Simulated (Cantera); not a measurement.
What does this Cantera script print?

```python
import numpy as np
import cantera as ct

gas = ct.Solution("gri30.yaml")
gas.TPX = 1650, 8600, {'NO': 1, 'N2': 1.6}
reactor = ct.IdealGasConstPressureReactor(gas, energy="off", clone=False)
net = ct.ReactorNet([reactor])
net.rtol, net.atol = 1e-08, 1e-18
show = ['NO', 'N2O', 'NO2', 'O', 'O2']
times = np.geomspace(1e-06, 40, 11)

steps = ct.SolutionArray(gas, extra=["t"])
rows = []
print(f"{'t/s':>10s}{'T/K':>9s}{'P/Pa':>11s}" + "".join(f"{s:>11s}" for s in show))
for t in times:
    while net.time < t:
        t_next = net.step()
        steps.append(gas.state, t=t_next)
    rows.append([np.interp(t, steps.t, y) for y in (steps.T, steps.P, *steps(*show).X.T)])
    print(f"{t:10.3e}{rows[-1][0]:9.1f}{rows[-1][1]:11.4g}" + "".join(f"{x:11.3e}" for x in rows[-1][2:]))
rate = np.gradient(steps.T, steps.t)
print("integrator steps:", len(steps.t))
if steps.T.max() > steps.T[0] + 200:
    print(f"time of steepest temperature rise: {steps.t[rate.argmax()]:.4e} s")
gas.TPX = 1650, 8600, {'NO': 1, 'N2': 1.6}
gas.equilibrate("TP")
print(f"equilibrium (TP): T = {gas.T:.1f} K  " + "  ".join(f"{s} {gas[s].X[0]:.3e}" for s in show))
```

Result:

```
       t/s      T/K       P/Pa         NO        N2O        NO2          O         O2
 1.000e-06   1650.0       8600  3.846e-01  6.793e-10  1.596e-13  6.791e-10  2.220e-15
 5.757e-06   1650.0       8600  3.846e-01  3.911e-09  5.319e-12  3.906e-09  7.397e-14
 3.314e-05   1650.0       8600  3.846e-01  2.251e-08  1.738e-10  2.235e-08  2.418e-12
 1.908e-04   1650.0       8600  3.846e-01  1.295e-07  5.588e-09  1.242e-07  7.807e-11
 1.099e-03   1650.0       8600  3.846e-01  7.411e-07  1.603e-07  5.908e-07  2.351e-09
 6.325e-03   1650.0       8600  3.846e-01  4.130e-06  2.793e-06  1.617e-06  7.014e-08
 3.641e-02   1650.0       8600  3.846e-01  1.982e-05  2.042e-05  3.560e-06  3.379e-06
 2.096e-01   1650.0       8600  3.843e-01  4.944e-05  4.284e-05  5.783e-06  9.905e-05
 1.207e+00   1650.0       8600  3.829e-01  5.254e-05  4.848e-05  6.405e-06  8.027e-04
 6.948e+00   1650.0       8600  3.748e-01  4.992e-05  6.926e-05  8.651e-06  4.819e-03
 4.000e+01   1650.0       8600  3.325e-01  3.831e-05  1.221e-04  1.564e-05  2.591e-02
integrator steps: 701
equilibrium (TP): T = 1650.0 K  NO 2.311e-03  N2O 4.047e-08  NO2 2.282e-06  O 3.884e-05  O2 1.911e-01
```

Detailed kinetics in Cantera: GRI-Mech 3.0 (53 species, 325 reactions).
